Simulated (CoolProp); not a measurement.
Vapour-liquid equilibrium of benzene (1) + cyclohexane (2) at 406 K; x and y are mole fractions of (1).

The numbers come from the multi-fluid Helmholtz-energy mixture model, Thol 2012 and Zhou 2014; pair parameters Bell 2016 in CoolProp.

Question: Give the bubble pressure and the first vapour's composition at x = 0.25, 0.35, 0.65. Is there an azeotrope?

Answer: x = 0.25: 414.1 kPa, y = 0.286; x = 0.35: 421.0 kPa, y = 0.381; x = 0.65: 427.8 kPa, y = 0.643. y crosses x between x = 0.55 and 0.65: the model has an azeotrope there.

The pair parameters rest on a limited set of measurements; away from them the model extrapolates.
